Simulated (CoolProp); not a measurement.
Aqueous potassium carbonate as a coolant, at -1 °C, 1 atm.

Model: Melinder's fits for secondary coolants, in CoolProp.

```
mass %  freezing point (°C)  density (kg/m³)  conductivity (W/(m K))  viscosity (mPa s)  cp (kJ/(kg K))
------  -------------------  ---------------  ----------------------  -----------------  --------------
8                      -2.8             1077                   0.556               2.12           3.742
11.5                   -4.3             1111                   0.553               2.28           3.598
15                     -5.9             1147                   0.549               2.48           3.464
18.6                   -7.9             1184                   0.546               2.75           3.329
22.1                  -10.3             1221                   0.542               3.09           3.198
25.7                  -13.5             1260                   0.539               3.57           3.067
29.2                  -17.5             1299                   0.535               4.20           2.950
32.7                  -22.7             1339                   0.532               5.08           2.846
36.3                  -29.2             1381                   0.527               6.33           2.755
39.8                  -37.0             1423                   0.523               8.03           2.680
```
